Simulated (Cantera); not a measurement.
Feed: 1 mol Fe₂O₃, 0.79 mol CO, 1.3 mol H₂, equilibrated at 2498 K and 21.0 Pa.

Cantera equilibrium calculation (NASA polynomials, part measured and part estimated; ideal gas, pure solids and liquids). Candidate condensed phases: C, C₆H₆, C₇H₈, C₈H₁₈, Fe, Fe(CO)₅, FeO, Fe(OH)₂, Fe(OH)₃, Fe₂O₃, Fe₃O₄, H₂O; 114 gas species. Rates play no part.

Base state: Fe 0.267, H 0.256, O 0.237, CO 0.0992, O₂ 0.0571, OH 0.0311, H₂ 0.0222, H₂O 0.0130 (mole fractions); condensed: gas only.

### Question
What changes in the equilibrium state with this change: H₂ from 1.3 to 0.26 mol?

### Answer
| species | before | after |
|---|---|---|
| Fe | 0.267 | 0.348 |
| O | 0.237 | 0.308 |
| CO | 0.0992 | 0.127 |
| H | 0.256 | 0.0755 |
| H₂ | 0.0222 | 0.00192 |
| H₂O | 0.0130 | 0.00147 |
| OH | 0.0311 | 0.0119 |
| FeO | 0.00809 | 0.0137 |
| O₂ | 0.0571 | 0.0965 |
| CO₂ | 0.00942 | 0.0157 |
